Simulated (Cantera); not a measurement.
Input (Python, Cantera):

```python
import numpy as np
import cantera as ct

gas = ct.Solution("gri30.yaml", transport_model="multicomponent")
show = ['CH4', 'O', 'H2']

rows = []
print(f"{'T/K':>7s}{'rho':>11s}{'cp':>10s}{'mu':>11s}{'lambda':>11s}{'Pr':>7s}" + "".join(f"{'D_' + s:>11s}" for s in show))
for T in [400, 650, 900, 1150, 1400, 1650]:
    gas.TPX = T, 34, {'C2H2': 0.69, 'CO2': 0.36, 'C2H4': 0.92}
    Pr = gas.cp_mass * gas.viscosity / gas.thermal_conductivity
    D = [gas.mix_diff_coeffs_mole[gas.species_index(s)] for s in show]
    rows.append([gas.density, gas.cp_mass, gas.viscosity, gas.thermal_conductivity, Pr, *D])
    print(f"{T:7g}{gas.density:11.4e}{gas.cp_mass:10.1f}{gas.viscosity:11.4e}"
          f"{gas.thermal_conductivity:11.4e}{Pr:7.3f}" + "".join(f"{d:11.4e}" for d in D))
print("SI units: kg/m3, J/kg/K, Pa s, W/m/K, m2/s")
```

Output:

```
    T/K        rho        cp         mu     lambda     Pr      D_CH4        D_O       D_H2
    400 3.0939e-04    1643.4 1.4711e-05 3.2561e-02  0.742 8.7790e-02 1.2627e-01 3.0881e-01
    650 1.9039e-04    2135.5 2.2161e-05 6.3675e-02  0.743 2.0891e-01 2.9426e-01 7.0591e-01
    900 1.3751e-04    2452.2 2.8384e-05 9.3815e-02  0.742 3.6657e-01 5.1167e-01 1.2182e+00
   1150 1.0761e-04    2699.0 3.3839e-05 1.2336e-01  0.740 5.5609e-01 7.7258e-01 1.8328e+00
   1400 8.8397e-05    2874.5 3.8768e-05 1.5083e-01  0.739 7.7452e-01 1.0732e+00 2.5411e+00
   1650 7.5003e-05    3003.9 4.3318e-05 1.7647e-01  0.737 1.0198e+00 1.4110e+00 3.3371e+00
SI units: kg/m3, J/kg/K, Pa s, W/m/K, m2/s
```

Detailed kinetics in Cantera: GRI-Mech 3.0 (53 species, 325 reactions). The composition is frozen, though it would react at the higher temperatures.
